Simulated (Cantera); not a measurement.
An isothermal, constant-pressure homogeneous reactor starts with H2 : O2 : N2 = 1.7 : 1 : 2.5 (molar parts), at 1150 K and 0.375 atm.

Model: GRI-Mech 3.0 (53 species, 325 reactions), integrated in Cantera. The temperature is held fixed by assumption; the heat of reaction is taken as removed at once.

x: mole fraction; the columns are a selection and need not sum to one.

```
t (s)         x H2    x O2    x H2O2      x OH     x NO       x H       x O
--------  --------  ------  --------  --------  -------  --------  --------
9.00e-6      0.327   0.192  1.24e-11  5.69e-10   <1e-12   8.92e-9   1.14e-9
3.82e-5      0.327   0.192  4.51e-10   5.30e-8   <1e-12   7.82e-7   1.09e-7
0.000162    0.0503  0.0668       ___   0.00545  3.48e-6    0.0642   0.00952
0.000687   0.00300  0.0357       ___  0.000687  5.71e-6  0.000447  0.000245
0.00291   0.000256  0.0346       ___  0.000144  5.64e-6   7.35e-6   1.23e-5
0.0124     1.51e-5  0.0345       ___   4.54e-5  5.56e-6   1.51e-7   9.74e-7
0.0524     7.63e-7  0.0345       ___   1.73e-5  5.64e-6   4.27e-9   1.33e-7
0.222      1.12e-7  0.0345       ___   7.69e-6  5.70e-6  3.34e-10   2.64e-8
0.943      2.78e-8  0.0345       ___   3.80e-6  5.71e-6  4.35e-11   6.45e-9
4.00       1.52e-8  0.0345  7.25e-10   2.46e-6  5.70e-6  1.59e-11   2.73e-9
```

**Question.** Complete the blanks.

**Answer.** 
- 0.000162, x H2O2: 5.73e-6
- 0.000687, x H2O2: 5.00e-6
- 0.00291, x H2O2: 1.10e-6
- 0.0124, x H2O2: 1.74e-7
- 0.0524, x H2O2: 3.07e-8
- 0.222, x H2O2: 6.60e-9
- 0.943, x H2O2: 1.68e-9
